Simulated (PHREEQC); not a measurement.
Consider water at 20 °C with 0.0032 mol/kgw Pb(NO3)2, 0.0042 mol/kgw Na2SO4 and 0.00096 mol/kgw NaNO3. Closed to the air; pH follows from the charge balance.

Model: ion-association model, phreeqc.dat, run in PHREEQC.

Precipitation was switched off in this run.

### Question
Order these Pb species by the share of Pb that they hold, largest first: PbOH+, Pb+2, Pb(SO4)2-2, PbNO3+, PbSO4.

### Answer
Pb+2 (60 %), PbSO4 (35 %), PbNO3+ (3.8 %), Pb(SO4)2-2 (0.56 %), PbOH+ (0.17 %)

The pH is 5.34 and the ionic strength 0.0182 mol/kgw. Examples of supersaturated solids here: Anglesite. Others may be too.
